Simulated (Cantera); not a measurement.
# Adiabatic ignition

An adiabatic, constant-pressure homogeneous reactor starts with 8.10 % CO, 6.24 % H2, 1.62 % CH4, 17.7 % O2, 66.4 % N2, equivalence ratio 0.59, at 1675 K and 0.850 bar.

Model: GRI-Mech 3.0 (53 species, 325 reactions), integrated in Cantera.

```csv
t (s),T (K),x CO,x H2,x CH4,x CH2,x CH3
3.00e-6,1675,0.0810,0.0624,0.0162,2.57e-11,2.90e-6
1.33e-5,1679,0.0810,0.0603,0.0149,2.86e-6,0.000975
5.91e-5,2144,0.0447,0.01000,<1e-12,<1e-12,<1e-12
0.000262,2509,0.0335,0.00616,<1e-12,<1e-12,<1e-12
0.00116,2664,0.0249,0.00413,<1e-12,<1e-12,<1e-12
0.00516,2655,0.0245,0.00408,<1e-12,<1e-12,<1e-12
0.0229,2651,0.0244,0.00406,<1e-12,<1e-12,<1e-12
0.102,2651,0.0244,0.00406,<1e-12,<1e-12,<1e-12
0.451,2651,0.0244,0.00406,<1e-12,<1e-12,<1e-12
2.00,2651,0.0244,0.00406,<1e-12,<1e-12,<1e-12
```
x: mole fraction; the columns are a selection and need not sum to one.

The time of steepest temperature rise is 18.5 µs. The temperature at 2.00 s is 2651 K. The equilibrium temperature is 2651 K and the x(CO) at 2.00 s is 0.0244 (gas-phase equilibrium 0.0244). The x(H2) at 2.00 s comes out as 0.00406 (gas-phase equilibrium 0.00406) and the x(CH4) at 2.00 s is <1e-12 (gas-phase equilibrium <1e-12).
